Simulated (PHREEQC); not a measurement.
1.6 g of hydrous ferric oxide (600 m²/g; 0.2 weak and 0.005 strong sites per Fe, Dzombak-Morel constants, diffuse double layer) in 1 kg of water with 0.05 mol/kgw of an inert sodium salt and 0.00023 mol Na2SO4 and 0.0043 mol CuSO4, at 25 °C; the pH is set by adding NaOH or the inert anion's acid. Oxygen alone is held at its pressure in air (log pO2 = -0.68). CO2 from the air is kept out. Nothing may precipitate in this run.

All values are PHREEQC results (ion-association model, wateq4f.dat), not measurements.

```json
[
 {"pH": "4", "S sorbed (%)": "34.2", "Cu sorbed (%)": "3.4", "surface charge σ (C/m²)": "0.055", "surface potential ψ (mV)": "71"},
 {"pH": "4.67", "S sorbed (%)": "32.4", "Cu sorbed (%)": "20.7", "surface charge σ (C/m²)": "0.058", "surface potential ψ (mV)": "74"},
 {"pH": "5.33", "S sorbed (%)": "26.7", "Cu sorbed (%)": "50.0", "surface charge σ (C/m²)": "0.074", "surface potential ψ (mV)": "86"},
 {"pH": "6", "S sorbed (%)": "21.0", "Cu sorbed (%)": "61.9", "surface charge σ (C/m²)": "0.095", "surface potential ψ (mV)": "98"},
 {"pH": "6.67", "S sorbed (%)": "18.9", "Cu sorbed (%)": "64.9", "surface charge σ (C/m²)": "0.110", "surface potential ψ (mV)": "105"},
 {"pH": "7.33", "S sorbed (%)": "18.3", "Cu sorbed (%)": "64.9", "surface charge σ (C/m²)": "0.111", "surface potential ψ (mV)": "106"},
 {"pH": "8", "S sorbed (%)": "16.7", "Cu sorbed (%)": "62.1", "surface charge σ (C/m²)": "0.095", "surface potential ψ (mV)": "98"},
 {"pH": "8.67", "S sorbed (%)": "8.5", "Cu sorbed (%)": "54.5", "surface charge σ (C/m²)": "0.068", "surface potential ψ (mV)": "82"},
 {"pH": "9.33", "S sorbed (%)": "1.2", "Cu sorbed (%)": "46.8", "surface charge σ (C/m²)": "0.037", "surface potential ψ (mV)": "54"},
 {"pH": "10", "S sorbed (%)": "0.1", "Cu sorbed (%)": "43.2", "surface charge σ (C/m²)": "0.010", "surface potential ψ (mV)": "18"},
 {"pH": "10.67", "S sorbed (%)": "0.0", "Cu sorbed (%)": "40.7", "surface charge σ (C/m²)": "-0.012", "surface potential ψ (mV)": "-20"},
 {"pH": "11.33", "S sorbed (%)": "0.0", "Cu sorbed (%)": "37.4", "surface charge σ (C/m²)": "-0.040", "surface potential ψ (mV)": "-56"},
 {"pH": "12", "S sorbed (%)": "0.0", "Cu sorbed (%)": "31.2", "surface charge σ (C/m²)": "-0.093", "surface potential ψ (mV)": "-92"}
]
```

Along this series the solution becomes supersaturated in solids that the run did not let form, among them Cu(OH)2, Brochantite, Antlerite. The database's constant for dissolved Cu(OH)2 is higher than later reviews accept.
